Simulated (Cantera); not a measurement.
Cantera run, input and output.

```python
import numpy as np
import cantera as ct

gas = ct.Solution("gri30.yaml")
gas.TPX = 1925, 52000, {'C2H6': 1, 'N2': 2.8}
reactor = ct.IdealGasConstPressureReactor(gas, energy="off", clone=False)
net = ct.ReactorNet([reactor])
net.rtol, net.atol = 1e-08, 1e-18
show = ['C2H6', 'CH4', 'CH2', 'HCN', 'CH3', 'C2H', 'C2H4']
times = np.geomspace(0.0002, 100, 10)

steps = ct.SolutionArray(gas, extra=["t"])
rows = []
print(f"{'t/s':>10s}{'T/K':>9s}{'P/Pa':>11s}" + "".join(f"{s:>11s}" for s in show))
for t in times:
    while net.time < t:
        t_next = net.step()
        steps.append(gas.state, t=t_next)
    rows.append([np.interp(t, steps.t, y) for y in (steps.T, steps.P, *steps(*show).X.T)])
    print(f"{t:10.3e}{rows[-1][0]:9.1f}{rows[-1][1]:11.4g}" + "".join(f"{x:11.3e}" for x in rows[-1][2:]))
rate = np.gradient(steps.T, steps.t)
print("integrator steps:", len(steps.t))
if steps.T.max() > steps.T[0] + 200:
    print(f"time of steepest temperature rise: {steps.t[rate.argmax()]:.4e} s")
gas.TPX = 1925, 52000, {'C2H6': 1, 'N2': 2.8}
gas.equilibrate("TP")
print(f"equilibrium (TP): T = {gas.T:.1f} K  " + "  ".join(f"{s} {gas[s].X[0]:.3e}" for s in show))
```

It prints:

```
       t/s      T/K       P/Pa       C2H6        CH4        CH2        HCN        CH3        C2H       C2H4
 2.000e-04   1925.0    5.2e+04  9.433e-05  7.000e-02  4.702e-06  4.806e-06  2.636e-03  4.046e-06  5.775e-03
 8.595e-04   1925.0    5.2e+04  4.874e-05  4.969e-02  3.751e-06  5.252e-06  1.934e-03  4.438e-06  1.144e-03
 3.694e-03   1925.0    5.2e+04  9.619e-06  2.112e-02  2.032e-06  6.748e-06  8.815e-04  5.002e-06  4.485e-04
 1.587e-02   1925.0    5.2e+04  7.493e-07  5.605e-03  6.647e-07  9.507e-06  2.494e-04  5.468e-06  3.213e-04
 6.822e-02   1925.0    5.2e+04  7.014e-08  1.542e-03  1.951e-07  1.304e-05  6.981e-05  5.599e-06  3.166e-04
 2.932e-01   1925.0    5.2e+04  3.968e-08  1.050e-03  1.341e-07  2.067e-05  4.763e-05  5.611e-06  3.169e-04
 1.260e+00   1925.0    5.2e+04  3.958e-08  1.048e-03  1.338e-07  5.822e-05  4.754e-05  5.610e-06  3.169e-04
 5.415e+00   1925.0    5.2e+04  3.956e-08  1.048e-03  1.338e-07  2.384e-04  4.753e-05  5.608e-06  3.167e-04
 2.327e+01   1925.0    5.2e+04  3.947e-08  1.047e-03  1.336e-07  1.003e-03  4.748e-05  5.595e-06  3.160e-04
 1.000e+02   1925.0    5.2e+04  3.913e-08  1.042e-03  1.331e-07  4.047e-03  4.728e-05  5.545e-06  3.132e-04
integrator steps: 1581
equilibrium (TP): T = 1925.0 K  C2H6 2.395e-08  CH4 8.163e-04  CH2 1.041e-07  HCN 1.369e-01  CH3 3.701e-05  C2H 3.379e-06  C2H4 1.912e-04
```

Detailed kinetics in Cantera: GRI-Mech 3.0 (53 species, 325 reactions). GRI-Mech 3.0 stops at C3 and has no aromatics, soot or wall deposition, so with more carbon than oxygen in the feed, carbon stays in small species such as C2H2 where larger ones or solid carbon would form.
